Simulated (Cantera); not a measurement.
A perfectly stirred reactor is fed with H₂ : O₂ = 0.15 : 1 (molar parts), at 0.0263 atm; it is held at 1200 K, and followed from long to short residence time.

Cantera simulation using the H2/O2 subset of GRI-Mech 3.0, which has no nitrogen chemistry; the numbers are that mechanism's predictions, not measurements. Radical loss at walls, strong at low pressure, is not modelled. The temperature is held fixed by assumption; the heat of reaction is taken as removed at once.

x: mole fraction; the columns are a selection and need not sum to one.

```tsv
τ (s)	x H₂	x O₂	x O	x OH	x H₂O₂	x HO₂
3.5	0.000119	0.860	0.000553	0.000768	1.84e-7	2.42e-6
0.66	[?]	0.858	[?]	[?]	[?]	[?]
0.12	[?]	0.854	[?]	[?]	[?]	[?]
0.023	0.00255	0.845	0.0135	0.00409	5.31e-7	1.20e-5
0.0044	0.00647	0.824	0.0295	0.00653	5.87e-7	1.39e-5
0.00082	0.0172	0.808	0.0396	0.00921	6.84e-7	1.36e-5
0.00015	0.0552	0.825	0.0260	0.00993	7.69e-7	1.12e-5
```

Task: Complete the blanks.

Result: 
- 0.66, x H₂: 0.000339
- 0.66, x O: 0.00167
- 0.66, x OH: 0.00134
- 0.66, x H₂O₂: 2.94e-7
- 0.66, x HO₂: 4.92e-6
- 0.12, x H₂: 0.000962
- 0.12, x O: 0.00500
- 0.12, x OH: 0.00238
- 0.12, x H₂O₂: 4.24e-7
- 0.12, x HO₂: 8.51e-6
